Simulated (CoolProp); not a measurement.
Vapour-liquid equilibrium of R125 (1) + R134a (2) at 0.0405 MPa; x and y are mole fractions of (1).

Model: multi-fluid Helmholtz-energy mixture model, Lemmon 2005 and Tillner-Roth 1994; pair parameters Lemmon 2004, in CoolProp.

Problem. Give the bubble temperature and the first vapour's composition at x = 0.05, 0.8, 0.95. Is there an azeotrope?

Solution. x = 0.05: 226.9 K, y = 0.140; x = 0.8: 210.6 K, y = 0.930; x = 0.95: 208.7 K, y = 0.984. No azeotrope shows between x = 0.05 and 0.95.

The pair parameters rest on a limited set of measurements; away from them the model extrapolates.
